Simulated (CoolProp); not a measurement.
The fluid at 278.87 K and 0.434 MPa flows at 9 m/s in a round tube of 6 mm bore and 15 µm roughness, fully developed (64/Re and Nu = 3.66 if laminar; Colebrook and Gnielinski if turbulent). The same conditions are run with several fluids, on thermodynamics alone (safety and materials aside).

The numbers come from the reference Helmholtz-energy equation of state of each fluid (c-C4F8 (RC318): Platzer 1990; R227EA: Lemmon 2016; n-hexane: Thol 2019; n-pentane: Thol 2019; ethanol: Schroeder 2014) in CoolProp. The equations of Platzer and Polt are older, rougher fits.

```json
[
 {"fluid": "c-C4F8 (RC318)", "Reynolds number": "___", "Darcy friction factor": "0.0257", "pressure drop (Pa/m)": "___", "heat-transfer coefficient (W/(m² K))": "___", "mass flow (kg/h)": "1440"},
 {"fluid": "R227EA", "Reynolds number": "___", "Darcy friction factor": "0.0255", "pressure drop (Pa/m)": "252000", "heat-transfer coefficient (W/(m² K))": "18900", "mass flow (kg/h)": "1340"},
 {"fluid": "n-hexane", "Reynolds number": "99600", "Darcy friction factor": "___", "pressure drop (Pa/m)": "120000", "heat-transfer coefficient (W/(m² K))": "___", "mass flow (kg/h)": "616"},
 {"fluid": "n-pentane", "Reynolds number": "158000", "Darcy friction factor": "___", "pressure drop (Pa/m)": "112000", "heat-transfer coefficient (W/(m² K))": "19400", "mass flow (kg/h)": "587"},
 {"fluid": "ethanol", "Reynolds number": "26900", "Darcy friction factor": "___", "pressure drop (Pa/m)": "159000", "heat-transfer coefficient (W/(m² K))": "9350", "mass flow (kg/h)": "735"}
]
```

Q: What belongs in the gaps?

A: 
- c-C4F8 (RC318), Reynolds number: 175000
- c-C4F8 (RC318), pressure drop (Pa/m): 274000
- c-C4F8 (RC318), heat-transfer coefficient (W/(m² K)): 16000
- R227EA, Reynolds number: 254000
- n-hexane, Darcy friction factor: 0.0263
- n-hexane, heat-transfer coefficient (W/(m² K)): 15600
- n-pentane, Darcy friction factor: 0.0258
- ethanol, Darcy friction factor: 0.0294

Transport values come from each fluid's own correlations; those of c-C4F8 (RC318), R227EA, n-pentane are estimates that may be off by 10 % or more.
